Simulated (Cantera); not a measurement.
**Pyrogenic steam for wet oxidation**

An isothermal, constant-pressure homogeneous reactor starts with H₂ : O₂ : N₂ = 1.9 : 1 : 15 (molar parts), equivalence ratio 0.95, at 800 K and 1.00 bar.

Cantera simulation using the H2/O2 subset of GRI-Mech 3.0, which has no nitrogen chemistry; the numbers are that mechanism's predictions, not measurements. Below about 950 K walls govern HO2 and H2O2 in real vessels. The temperature is held fixed by assumption; the heat of reaction is taken as removed at once.

```
t (s)       x H₂    x O₂       x H       x O      x OH
--------  ------  ------  --------  --------  --------
1.00e-6    0.106  0.0559    <1e-12    <1e-12    <1e-12
4.35e-6    0.106  0.0559    <1e-12    <1e-12    <1e-12
1.89e-5    0.106  0.0559    <1e-12    <1e-12    <1e-12
8.23e-5    0.106  0.0559    <1e-12    <1e-12    <1e-12
0.000358   0.106  0.0559    <1e-12    <1e-12    <1e-12
0.00156    0.106  0.0559    <1e-12    <1e-12    <1e-12
0.00678    0.106  0.0559    <1e-12    <1e-12    <1e-12
0.0295     0.106  0.0559    <1e-12    <1e-12    <1e-12
0.128      0.106  0.0559    <1e-12    <1e-12    <1e-12
0.558      0.106  0.0559    <1e-12    <1e-12    <1e-12
2.43       0.106  0.0559  1.29e-11    <1e-12    <1e-12
10.6       0.106  0.0558  3.63e-10  2.43e-11  2.77e-11
46.0      0.0984  0.0518   3.71e-9  2.45e-10  3.81e-10
200       0.0546  0.0301   2.80e-9  1.93e-10  4.18e-10
```
x: mole fraction; the columns are a selection and need not sum to one.

Equilibrium at this temperature and pressure: H₂ <1e-12, O₂ 0.00295, H <1e-12, O <1e-12, OH 3.19e-10 (gas phase only).
